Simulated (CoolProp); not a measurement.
Properties of carbon dioxide at several states (Tc = 304.1 K, pc = 7377 kPa, ω = 0.224).

Values from CoolProp's reference Helmholtz-energy equation of state, Span 1996.

```csv
T (K),p (kPa),phase,expansivity (1/kK),viscosity (µPa s)
865.5,102,gas,1.156,37.1
489.3,27700,supercritical,3.666,33.1
367.5,17.1,gas,2.725,18.2
388.5,4640,gas,3.652,20.0
737.7,1130,gas,1.370,32.9
330.3,15.3,gas,3.033,16.4
```

Viscosity comes from a separate model (Laesecke 2017).
